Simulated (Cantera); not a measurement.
Low-pressure radical oxidation in H2/O2

A perfectly stirred reactor is fed with H2 : O2 : N2 = 0.015 : 1 : 0.33 (molar parts), equivalence ratio 0.0075, at 10.00 Torr; it is held at 1023 K, and followed from long to short residence time.

Detailed kinetics in Cantera: the H2/O2 subset of GRI-Mech 3.0, which has no nitrogen chemistry. Radical loss at walls, strong at low pressure, is not modelled.

```json
[
 {"τ (s)": "4.3", "x H2": "6.69e-5", "x O2": "0.742", "x OH": "0.000116", "x H": "1.44e-5", "x H2O2": "2.10e-8"},
 {"τ (s)": "2.2", "x H2": "9.68e-5", "x O2": "0.741", "x OH": "0.000149", "x H": "2.74e-5", "x H2O2": "2.41e-8"},
 {"τ (s)": "1.2", "x H2": "0.000135", "x O2": "0.741", "x OH": "0.000187", "x H": "4.86e-5", "x H2O2": "2.73e-8"},
 {"τ (s)": "0.60", "x H2": "0.000198", "x O2": "0.741", "x OH": "0.000242", "x H": "9.18e-5", "x H2O2": "3.20e-8"},
 {"τ (s)": "0.31", "x H2": "0.000288", "x O2": "0.740", "x OH": "0.000311", "x H": "0.000164", "x H2O2": "3.76e-8"},
 {"τ (s)": "0.16", "x H2": "0.000424", "x O2": "0.740", "x OH": "0.000399", "x H": "0.000282", "x H2O2": "4.50e-8"},
 {"τ (s)": "0.084", "x H2": "0.000627", "x O2": "0.739", "x OH": "0.000506", "x H": "0.000456", "x H2O2": "5.42e-8"},
 {"τ (s)": "0.043", "x H2": "0.000957", "x O2": "0.738", "x OH": "0.000638", "x H": "0.000700", "x H2O2": "6.69e-8"},
 {"τ (s)": "0.023", "x H2": "0.00144", "x O2": "0.738", "x OH": "0.000774", "x H": "0.000960", "x H2O2": "8.19e-8"},
 {"τ (s)": "0.012", "x H2": "0.00224", "x O2": "0.738", "x OH": "0.000913", "x H": "0.00119", "x H2O2": "1.00e-7"},
 {"τ (s)": "0.0061", "x H2": "0.00358", "x O2": "0.738", "x OH": "0.00101", "x H": "0.00126", "x H2O2": "1.18e-7"}
]
```
x: mole fraction; the columns are a selection and need not sum to one.
